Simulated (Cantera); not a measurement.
# Equilibrium for hydrogen reduction and annealing atmospheres: PbO + H2 + H2O

Input: 1 mol PbO, 73 mol H2, 1.1 mol H2O, at 1.33 mbar.

Method: chemical equilibrium by Gibbs-energy minimisation in Cantera with the NASA 1993 tables (ideal gas, pure condensed phases). Candidate condensed phases: H2O, Pb, PbO, PbO2, Pb3O4; 12 gas species. Equilibrium is a limit: real reactors are often held back by kinetics, nucleation or transport.

| T (°C) | x H2 | x H2O | x Pb | x H | x Pb2 | x PbO | n Pb(l) |
|---|---|---|---|---|---|---|---|
| 527 | 0.972 | 0.0283 | 4.61e-5 | 7.82e-11 | 3.33e-12 | <1e-12 | 0.997 |
| 552 | 0.972 | 0.0283 | 0.000108 | 2.14e-10 | 1.38e-11 | <1e-12 | 0.992 |
| 577 | 0.971 | 0.0283 | 0.000239 | 5.53e-10 | 5.27e-11 | 1.46e-12 | 0.982 |
| 602 | 0.971 | 0.0283 | 0.000506 | 1.35e-9 | 1.86e-10 | 5.05e-12 | 0.963 |
| 627 | 0.971 | 0.0283 | 0.00103 | 3.15e-9 | 6.09e-10 | 1.63e-11 | 0.924 |
| 652 | 0.970 | 0.0283 | 0.00200 | 7.02e-9 | 1.87e-9 | 4.94e-11 | 0.851 |
| 677 | 0.968 | 0.0282 | 0.00377 | 1.50e-8 | 5.40e-9 | 1.41e-10 | 0.719 |
| 702 | 0.965 | 0.0281 | 0.00688 | 3.08e-8 | 1.48e-8 | 3.81e-10 | 0.487 |
| 727 | 0.960 | 0.0280 | 0.0121 | 6.09e-8 | 3.83e-8 | 9.82e-10 | 0.0887 |
| 752 | 0.959 | 0.0280 | 0.0133 | 1.17e-7 | 3.85e-8 | 1.54e-9 | 0 |
| 777 | 0.959 | 0.0280 | 0.0133 | 2.17e-7 | 3.26e-8 | 2.17e-9 | 0 |
| 802 | 0.959 | 0.0280 | 0.0133 | 3.94e-7 | 2.77e-8 | 3.00e-9 | 0 |
| 827 | 0.959 | 0.0280 | 0.0133 | 6.93e-7 | 2.38e-8 | 4.10e-9 | 0 |
x: gas mole fraction; n: condensed amount in mol.

From 527 °C to 727 °C the condensed part is Pb(l). From 752 °C to 827 °C nothing is condensed. The main Pb-bearing gas is Pb throughout.
